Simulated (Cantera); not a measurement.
A perfectly stirred reactor is fed with CH₃OH : O₂ : N₂ = 0.03 : 0.0036 : 1 (molar parts), equivalence ratio 12, at 7500 Torr; it is held at 1300 K, and followed from long to short residence time.

Model: GRI-Mech 3.0 (53 species, 325 reactions), integrated in Cantera. GRI-Mech 3.0 was tuned for natural gas; its chemistry of methanol as a main component is partial and can be far from experiment.

**Question.** Predict: x(CH₃OH) at τ = 20.0 s; x(O₂) at τ = 20.0 s; x(C₂H₄) at τ = 20.0 s; x(C₂H₂) at τ = 20.0 s; x(CH₃OH) at τ = 72.0 ms; x(O₂) at τ = 72.0 ms; x(C₂H₄) at τ = 72.0 ms; x(C₂H₂) at τ = 72.0 ms; x(N₂O) at τ = 72.0 ms.

**Answer.** 
* **x(CH₃OH) at τ = 20.0 s**: 2.37e-6
* **x(O₂) at τ = 20.0 s**: 4.52e-6
* **x(C₂H₄) at τ = 20.0 s**: 3.01e-7
* **x(C₂H₂) at τ = 20.0 s**: 2.13e-7
* **x(CH₃OH) at τ = 72.0 ms**: 7.09e-5
* **x(O₂) at τ = 72.0 ms**: 9.59e-5
* **x(C₂H₄) at τ = 72.0 ms**: 5.00e-7
* **x(C₂H₂) at τ = 72.0 ms**: 3.25e-7
* **x(N₂O) at τ = 72.0 ms**: 2.01e-9
